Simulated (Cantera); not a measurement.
A perfectly stirred reactor is fed with N2O : H2 : N2 = 1 : 0.0045 : 0.69 (molar parts), at 285 Torr; it is held at 1425 K, and followed from long to short residence time.

Detailed kinetics in Cantera: GRI-Mech 3.0 (53 species, 325 reactions). GRI-Mech 3.0 was tuned for natural gas; its chemistry of N2O as a main component is partial and can be far from experiment. The temperature is held fixed by assumption; the heat of reaction is taken as removed at once.

What does this change do: temperature 1425 to 1525 K?


| quantity | before | after |
|---|---|---|
| x(N2O) at τ = 2.40 s | 0.0291 | 0.00955 |
| x(H2) at τ = 2.40 s | 2.25e-6 | 1.21e-6 |
| x(O2) at τ = 2.40 s | 0.188 | 0.195 |
| x(O) at τ = 2.40 s | 1.51e-5 | 2.91e-5 |
| x(HO2) at τ = 2.40 s | 4.24e-8 | 6.28e-8 |
| x(N2O) at τ = 28.0 ms | 0.452 | 0.291 |
| x(H2) at τ = 28.0 ms | 0.000111 | 4.98e-5 |
| x(O2) at τ = 28.0 ms | 0.0420 | 0.0875 |
| x(O) at τ = 28.0 ms | 3.05e-5 | 7.89e-5 |
| x(HO2) at τ = 28.0 ms | 7.73e-7 | 5.51e-7 |

What does this change do: N2 0.69 to 0.083 parts?


```
quantity                 before     after
---------------------  --------  --------
x(N2O) at τ = 2.40 s     0.0291    0.0403
x(H2) at τ = 2.40 s     2.25e-6   2.71e-6
x(O2) at τ = 2.40 s       0.188     0.262
x(O) at τ = 2.40 s      1.51e-5   1.51e-5
x(HO2) at τ = 2.40 s    4.24e-8   5.21e-8
x(N2O) at τ = 28.0 ms     0.452     0.684
x(H2) at τ = 28.0 ms   0.000111  0.000145
x(O2) at τ = 28.0 ms     0.0420    0.0639
x(O) at τ = 28.0 ms     3.05e-5   3.06e-5
x(HO2) at τ = 28.0 ms   7.73e-7   9.78e-7
```

What does this change do: temperature 1425 to 1300 K?


```csv
quantity,before,after
x(N2O) at τ = 2.40 s,0.0291,0.128
x(H2) at τ = 2.40 s,2.25e-6,6.29e-6
x(O2) at τ = 2.40 s,0.188,0.156
x(O) at τ = 2.40 s,1.51e-5,5.20e-6
x(HO2) at τ = 2.40 s,4.24e-8,2.75e-8
x(N2O) at τ = 28.0 ms,0.452,0.561
x(H2) at τ = 28.0 ms,0.000111,0.000304
x(O2) at τ = 28.0 ms,0.0420,0.00896
x(O) at τ = 28.0 ms,3.05e-5,7.09e-6
x(HO2) at τ = 28.0 ms,7.73e-7,1.34e-6
```
The mechanism lacks the step 2 NO + O2 → 2 NO2, which can matter for NO2 below about 1400 K.
